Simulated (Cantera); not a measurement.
Charge: 1 mol Si, 2 mol H2, held at 1.00 bar.

Method: chemical equilibrium by Gibbs-energy minimisation in Cantera with the NASA 1993 tables (ideal gas, pure condensed phases). Candidate condensed phases: Si; 9 gas species. Gases not in the tables: Si2H6 and higher silanes. Rates play no part.

Which condensed phases are stable at each of these points (T (K)): 798, 898, 998, 1098, 1198, 1298, 1398, 1498, 1598, 1698?


```
T (K)  condensed phases  Si condensed (%)
-----  ----------------  ----------------
798               Si(s)             100.0
898               Si(s)             100.0
998               Si(s)             100.0
1098              Si(s)             100.0
1198              Si(s)             100.0
1298              Si(s)             100.0
1398              Si(s)             100.0
1498              Si(s)             100.0
1598              Si(s)             100.0
1698              Si(l)             100.0
```

From 798 K to 1598 K the condensed part is Si(s). At 1698 K the condensed part is Si(l).
